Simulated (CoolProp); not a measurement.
Vapour-liquid equilibrium of R22 (1) + R142b (2) at 252.6 K; x and y are mole fractions of (1).

Computed with CoolProp (multi-fluid Helmholtz-energy mixture model, Kamei 1995 and Lemmon 2006; pair parameters Bell 2016).

```
x     bubble pressure (MPa)  y at the bubble point  dew pressure at overall composition x (MPa)  liquid density (mol/L)
----  ---------------------  ---------------------  -------------------------------------------  ----------------------
0.05                0.07066                  0.160                                      0.06464                   12.26
0.2              (withheld)                  0.466                                      0.07315                   12.71
0.35                 0.1193                  0.650                                      0.08413                   13.18
0.5                  0.1447                  0.776                                      0.09879              (withheld)
0.65                 0.1718                  0.869                                       0.1194                   14.23
0.8                  0.2006                  0.937                                   (withheld)                   14.79
0.95                 0.2303                  0.987                                       0.2072                   15.39
```

Q: Fill in the missing entries.

A: 
- 0.2, bubble pressure (MPa): 0.09503
- 0.5, liquid density (mol/L): 13.69
- 0.8, dew pressure at overall composition x (MPa): 0.1507

No azeotrope shows between x = 0.05 and 0.95.

The pair parameters rest on a limited set of measurements; away from them the model extrapolates.
